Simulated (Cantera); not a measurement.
Input: 1 mol SiC, 0.1 mol O₂, 670 mol H₂, at 1477 °C.

These are equilibrium values from Cantera (NASA tables, ideal gas, pure condensed phases), not measurements of a reactor. Candidate condensed phases: C, C₆H₆, C₇H₈, C₈H₁₈, H₂O, Si, SiC, SiO₂; 123 gas species. Gases not in the tables: Si₂H₆ and higher silanes. Rates play no part.

Question: Which condensed phases are stable at each of these points (P (Pa)): 0.100, 1.50, 22, 320, 4600, 68000, 1000000?

Answer: 
```csv
P (Pa),condensed phases,Si condensed (%)
0.100,C(graphite),0.0
1.50,C(graphite),0.0
22,SiC(s),77.6
320,SiC(s),86.4
4600,SiC(s),89.3
68000,SiC(s),88.4
1000000,SiC(s),81.2
```

From 0.100 Pa to 1.50 Pa the condensed part is C(graphite). From 22.0 Pa to 1000000 Pa the condensed part is SiC(s).
